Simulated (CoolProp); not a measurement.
Aqueous methanol as a coolant, at -15 °C, 1 atm.

Model: Melinder's fits for secondary coolants, in CoolProp.

```tsv
mass %	freezing point (°C)	Prandtl number	density (kg/m³)	conductivity (W/(m K))	cp (kJ/(kg K))
27.6	(withheld)	65.0	968.0	0.415	(withheld)
34.9	-31.7	67.2	(withheld)	(withheld)	3.621
42.1	-41.8	65.0	(withheld)	0.362	3.461
49.4	-53.4	59.4	939.0	0.338	(withheld)
56.7	(withheld)	52.0	926.0	(withheld)	3.119
```

Task: Fill in the missing entries.

Result: 
- 27.6, freezing point (°C): -22.9
- 27.6, cp (kJ/(kg K)): 3.799
- 34.9, density (kg/m³): 960.0
- 34.9, conductivity (W/(m K)): 0.387
- 42.1, density (kg/m³): 950.4
- 49.4, cp (kJ/(kg K)): 3.296
- 56.7, freezing point (°C): -66.6
- 56.7, conductivity (W/(m K)): 0.315
